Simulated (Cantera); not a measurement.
A Cantera script and its output.

```python
import numpy as np
import cantera as ct

gas = ct.Solution("gri30.yaml")


def delay(T, t_max=10):
    gas.TPX = T, 101325, {'CH4': 1, 'O2': 4, 'N2': 10}
    reactor = ct.IdealGasReactor(gas, clone=False)
    net = ct.ReactorNet([reactor])
    net.rtol, net.atol = 1e-8, 1e-16
    while net.time < t_max:
        t_old, T_old = net.time, reactor.T
        net.step()
        if reactor.T > T + 400:  # ignition: a rise of 400 K
            return t_old + (T + 400 - T_old) / (reactor.T - T_old) * (net.time - t_old)
    return np.nan


taus = []
for T in [1025, 1125, 1225, 1325, 1425, 1525]:
    taus.append(delay(T))
    print(f"T0 = {T:6g} K   tau = {taus[-1]:.4e} s")
```

Output:

```
T0 =   1025 K   tau = 3.4537e-01 s
T0 =   1125 K   tau = 6.6262e-02 s
T0 =   1225 K   tau = 1.5160e-02 s
T0 =   1325 K   tau = 4.1320e-03 s
T0 =   1425 K   tau = 1.3535e-03 s
T0 =   1525 K   tau = 5.3304e-04 s
```

Computed with Cantera and GRI-Mech 3.0 (53 species, 325 reactions).
